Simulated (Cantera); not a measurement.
Input: 1 mol MgO, 2.4 mol SO₂, 0.56 mol H₂O, equilibrated at 3080 Torr.

These are equilibrium values from Cantera (NASA tables, ideal gas, pure condensed phases), not measurements of a reactor. Candidate condensed phases: H₂O, H₂SO₄, Mg, MgO, Mg(OH)₂, MgS, MgSO₄, S; 26 gas species. Rates play no part. All values below are at 1298 K.

Base state: SO₂ 0.811, H₂O 0.189, SO₃ 4.77e-5, H₂ 3.34e-5, SO 1.38e-5 (mole fractions); condensed: MgO(s).

Question: What changes in the equilibrium state with this change: 0.15 mol H₂S added?

Answer: 
```tsv
species	before	after
SO₂	0.811	0.741
H₂O	0.189	0.219
S₂	1.79e-8	0.0279
H₂S	1.02e-7	0.00544
S₂O	1.04e-7	0.00439
SH	4.95e-9	4.05e-5
H₂	3.34e-5	0.00143
MgO(s), mol	1.00	1.00
```
Gases not in the tables: S₃ to S₇.
